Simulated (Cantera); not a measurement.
Predominance diagram of Na at 1550 K against the partial pressures of O₂ and S₂ (log10, bar). Standard-state values (1 bar) from the NASA 1993 polynomials, evaluated with Cantera. Candidates: Na(l), Na₂O(l), Na₂S(l), Na₂SO₄(l). Only these pure phases compete in this equilibrium. Not in the tables: pyrosulfates.

### Question
Which phase is stable at these pairs, and which metal-bearing vapour leads over it? (-13.5, -9.2); (-15.2, -5.3); (-8.7, -10); (-5.5, -5.3); (-11.9, -1.4); (-13.5, 1); (-20, -6.1)

### Answer
```json
[
 {"log p(O₂)": "-13.5", "log p(S₂)": "-9.2", "phase": "Na₂S(l)", "chief vapour": "Na", "log p (bar)": "-0.8"},
 {"log p(O₂)": "-15.2", "log p(S₂)": "-5.3", "phase": "Na₂S(l)", "chief vapour": "Na", "log p (bar)": "-1.8"},
 {"log p(O₂)": "-8.7", "log p(S₂)": "-10", "phase": "Na₂S(l)", "chief vapour": "Na", "log p (bar)": "-0.6"},
 {"log p(O₂)": "-5.5", "log p(S₂)": "-5.3", "phase": "Na₂SO₄(l)", "chief vapour": "Na₂SO₄", "log p (bar)": "-4.2"},
 {"log p(O₂)": "-11.9", "log p(S₂)": "-1.4", "phase": "Na₂S(l)", "chief vapour": "Na", "log p (bar)": "-2.7"},
 {"log p(O₂)": "-13.5", "log p(S₂)": "1", "phase": "Na₂S(l)", "chief vapour": "Na", "log p (bar)": "-3.3"},
 {"log p(O₂)": "-20", "log p(S₂)": "-6.1", "phase": "Na₂S(l)", "chief vapour": "Na", "log p (bar)": "-1.6"}
]
```
